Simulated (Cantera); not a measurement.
Input (Python, Cantera) and output of one run.

```python
import numpy as np
import cantera as ct

gas_names = """
    F FO FO2 F2 F2O H HF HNO HNO2 HNO3 HOF HO2 H2 H2F2 H2O H2O2 H3F3 H4F4 H5F5 H6F6 H7F7 N NF NF2 NF3 NH
    NH2 NH3 NH2OH NO NO2 NO3 N2 N2H2 N2H4 N2O O OH O2 O3 Si SiF SiF2 SiF3 SiF4 SiH SiHF3 SiH2 SiH2F2
    SiH3 SiH3F SiH4 SiN SiO SiO2 Si2 Si2N Si3
""".split()
cond_names = """
    H2O(s) H2O(L) Si(cr) Si(L) SiO2(Lqz) SiO2(hqz) SiO2(L) Si2N2O(s) Si3N4(a)
""".split()


def load(file, names, dense=False):
    # The tables refer to 1 bar. Condensed volumes are neglected.
    table = {s.name: s for s in ct.Species.list_from_file(file)}
    out = []
    for n in names:
        d = dict(table[n].input_data)
        d["thermo"] = dict(d["thermo"], **{"reference-pressure": 1e5})
        if dense:
            d["equation-of-state"] = {"model": "constant-volume", "density": "1e6 g/cm^3"}
        out.append(ct.Species.from_dict(d))
    return out


gas = ct.Solution(thermo="ideal-gas", species=load("nasa_gas.yaml", gas_names))
cond = {s.name: ct.Solution(thermo="fixed-stoichiometry", species=[s], name=s.name)
        for s in load("nasa_condensed.yaml", cond_names, dense=True)}
atoms = {
    'SiF4': {'Si': 1, 'F': 4},
    'N2O': {'N': 2, 'O': 1},
    'H2': {'H': 2},
    'O2': {'O': 2},
}
top_T = {'Si2N2O(s)': 2100, 'Si3N4(a)': 2400}  # K; cautious upper limits of use, not melting points


def equilibrate(T, P, feed):
    n = {}
    for name, mol in feed.items():
        for a, k in atoms[name].items():
            n[a] = n.get(a, 0.0) + k * mol
    gas.TPX = T, P, n
    mass = sum(n.values()) * gas.mean_molecular_weight
    gas.equilibrate("TP")
    valid = [c for c in cond.values() if c.min_temp <= T <= top_T.get(c.name, c.max_temp)]
    mix = ct.Mixture([(gas, mass / gas.mean_molecular_weight)] + [(c, 0.0) for c in valid])
    mix.T, mix.P = T, P
    mix.equilibrate("TP", solver="vcs", rtol=1e-11, max_steps=5000)
    return mix


results = []
feed = {'SiF4': 1, 'N2O': 40, 'H2': 1.9, 'O2': 0.1}  # mol
P = 190  # Pa
for T in [1175, 1275, 1375, 1475, 1575, 1675, 1775, 1875, 1975, 2075]:
    mix = equilibrate(T, P, feed)
    results.append((T, P, feed, dict(zip(mix.species_names, mix.species_moles))))

top = {s: max(r[3][s] / sum(r[3][g] for g in gas_names) for r in results) for s in gas_names}
cols = sorted((s for s in top if top[s] > 1e-06), key=lambda s: -top[s])[:7]
seen = [c for c in cond_names if any(r[3].get(c, 0) > 1e-12 for r in results)]
print("log10 of partial pressures in bar; condensed amounts in mol")
print(f"{'T/K':>10s}" + "".join(f"{s[:9]:>10s}" for s in cols + seen))
for T, P, feed, n in results:
    ng = sum(n[g] for g in gas_names)
    print(f"{T:10.4g}" + "".join(f"{np.log10(max(n[s] / ng * P / 1e5, 1e-99)):10.3f}" for s in cols)
          + "".join(f"{n.get(c, 0):10.4g}" for c in seen))
```

It prints:

```
log10 of partial pressures in bar; condensed amounts in mol
       T/K        N2        O2        HF         O        NO       SiO       H2O SiO2(hqz)   SiO2(L)
      1175    -2.918    -3.238    -3.977    -9.455    -6.481   -20.522    -5.336    0.8736         0
      1275    -2.918    -3.238    -3.967    -8.571    -6.162   -17.746    -5.469    0.8936         0
      1375    -2.918    -3.239    -3.961    -7.815    -5.890   -15.378    -5.589    0.9071         0
      1475    -2.919    -3.239    -3.956    -7.162    -5.655   -13.337    -5.699    0.9163         0
      1575    -2.919    -3.240    -3.953    -6.590    -5.449   -11.558    -5.799    0.9227         0
      1675    -2.919    -3.241    -3.952    -6.087    -5.269    -9.996    -5.892    0.9269         0
      1775    -2.920    -3.242    -3.951    -5.640    -5.109    -8.624    -5.984         0    0.9297
      1875    -2.921    -3.245    -3.951    -5.242    -4.968    -7.405    -6.070         0    0.9297
      1975    -2.923    -3.251    -3.953    -4.884    -4.842    -6.312    -6.150         0    0.9114
      2075    -2.927    -3.260    -3.958    -4.563    -4.732    -5.326    -6.222         0    0.7463
```

Method: chemical equilibrium by Gibbs-energy minimisation in Cantera with the NASA 1993 tables (ideal gas, pure condensed phases). The tables' values for SiO2, SiF3 are old estimates; treat these amounts as uncertain. The tables hold silica as quartz up to 1696 K and as liquid above; real silica turns to tridymite and cristobalite and melts near 1996 K.
